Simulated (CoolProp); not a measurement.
A simple Rankine cycle with m-xylene: condensing at 317.15 K, boiler at 1.99 MPa, turbine inlet 619 K, turbine efficiency 0.7, pump efficiency 0.7, no recuperator. Each further row changes one setting.

Computed with CoolProp (reference Helmholtz-energy equation of state, Zhou 2012).

| case | thermal efficiency (%) | net work (kJ/kg) | heat in (kJ/kg) | turbine exit temperature (K) | volume ratio over the turbine |
|---|---|---|---|---|---|
| as stated | 20.2 | 179 | 888 | 512.1 | 696 |
| condensing temperature 309.15 K | 21.1 | [?] | 902 | 506.7 | 1040 |
| boiler pressure 1.39 MPa | 19.4 | 175 | 903 | [?] | 448 |
| turbine efficiency 0.6 | 17.3 | [?] | 888 | 525.5 | 714 |

**Question.** Fill in the missing entries.

**Answer.** 
- condensing temperature 309.15 K, net work (kJ/kg): 190
- boiler pressure 1.39 MPa, turbine exit temperature (K): 522.2
- turbine efficiency 0.6, net work (kJ/kg): 153
